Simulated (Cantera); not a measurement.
Feed: 1 mol C2H4, 90 mol H2, 0.18 mol N2, at 21.0 Pa.

Equilibrium computed with Cantera from the NASA thermochemical tables; the gas is ideal and each condensed phase is pure. Candidate condensed phases: C, C6H6, C7H8, C8H18; 110 gas species. Ions and electrons are included (thermal ionisation). Equilibrium is a limit: real reactors are often held back by kinetics, nucleation or transport.

**Question.** Which condensed phases are stable at each of these points (T (K)): 2000, 2500, 3000, 3500, 4000, 4500, 5000?

**Answer.** 
```json
[
 {"T (K)": "2000", "condensed phases": "C(graphite)", "C condensed (%)": "90.5"},
 {"T (K)": "2500", "condensed phases": "gas only", "C condensed (%)": "0.0"},
 {"T (K)": "3000", "condensed phases": "gas only", "C condensed (%)": "0.0"},
 {"T (K)": "3500", "condensed phases": "gas only", "C condensed (%)": "0.0"},
 {"T (K)": "4000", "condensed phases": "gas only", "C condensed (%)": "0.0"},
 {"T (K)": "4500", "condensed phases": "gas only", "C condensed (%)": "0.0"},
 {"T (K)": "5000", "condensed phases": "gas only", "C condensed (%)": "0.0"}
]
```

At 2000 K the condensed part is C(graphite). From 2500 K to 5000 K nothing is condensed.
